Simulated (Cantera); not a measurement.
A perfectly stirred reactor is fed with N2O : N2 = 1 : 0.39 (molar parts), at 2900 Pa; it is held at 1425 K, and followed from long to short residence time.

Model: GRI-Mech 3.0 (53 species, 325 reactions), integrated in Cantera. GRI-Mech 3.0 was tuned for natural gas; its chemistry of N2O as a main component is partial and can be far from experiment. Radical loss at walls, strong at low pressure, is not modelled. The temperature is held fixed by assumption; the heat of reaction is taken as removed at once.

### Question
What does this change do: temperature 1425 to 1225 K?

### Answer
```tsv
quantity	before	after
x(N2O) at τ = 0.860 s	0.412	0.696
x(O) at τ = 0.860 s	3.34e-5	2.68e-6
x(NO2) at τ = 0.860 s	1.23e-5	4.53e-7
x(O2) at τ = 0.860 s	0.0895	0.00753
x(N2) at τ = 0.860 s	0.451	0.294
x(N2O) at τ = 32.0 ms	0.700	0.719
x(O) at τ = 32.0 ms	3.34e-5	2.66e-6
x(NO2) at τ = 32.0 ms	3.46e-7	2.19e-9
x(O2) at τ = 32.0 ms	0.00564	0.000287
x(N2) at τ = 32.0 ms	0.291	0.281
```
The mechanism lacks the step 2 NO + O2 → 2 NO2, which can matter for NO2 below about 1400 K.

### Question
What does this change do: 0.0077 parts H2O added?

### Answer
```json
[
 {"quantity": "x(N2O) at τ = 0.860 s", "before": "0.412", "after": "0.405"},
 {"quantity": "x(O) at τ = 0.860 s", "before": "3.34e-5", "after": "3.16e-5"},
 {"quantity": "x(NO2) at τ = 0.860 s", "before": "1.23e-5", "after": "0.000192"},
 {"quantity": "x(O2) at τ = 0.860 s", "before": "0.0895", "after": "0.0921"},
 {"quantity": "x(N2) at τ = 0.860 s", "before": "0.451", "after": "0.454"},
 {"quantity": "x(N2O) at τ = 32.0 ms", "before": "0.700", "after": "0.696"},
 {"quantity": "x(O) at τ = 32.0 ms", "before": "3.34e-5", "after": "3.30e-5"},
 {"quantity": "x(NO2) at τ = 32.0 ms", "before": "3.46e-7", "after": "8.95e-5"},
 {"quantity": "x(O2) at τ = 32.0 ms", "before": "0.00564", "after": "0.00581"},
 {"quantity": "x(N2) at τ = 32.0 ms", "before": "0.291", "after": "0.290"}
]
```
